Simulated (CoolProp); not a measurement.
Methanol at 307.25 K and 0.0181 MPa is compressed adiabatically to 0.0945 MPa with isentropic efficiency 0.75. Each further row changes one setting.

The numbers come from the reference Helmholtz-energy equation of state, de Reuck 1993 in CoolProp.

```
case             work (kJ/kg)  final temperature (K)  final density (kg/m³)
---------------  ------------  ---------------------  ---------------------
as stated                 200                      ?                      ?
efficiency 1                ?                      ?                  0.911
efficiency 0.65             ?                      ?                      ?
```

### Question
What belongs in the gaps?

### Answer

- as stated, final temperature (K): 433.6
- as stated, final density (kg/m³): 0.847
- efficiency 1, work (kJ/kg): 150
- efficiency 1, final temperature (K): 404.4
- efficiency 0.65, work (kJ/kg): 231
- efficiency 0.65, final temperature (K): 451.1
- efficiency 0.65, final density (kg/m³): 0.813
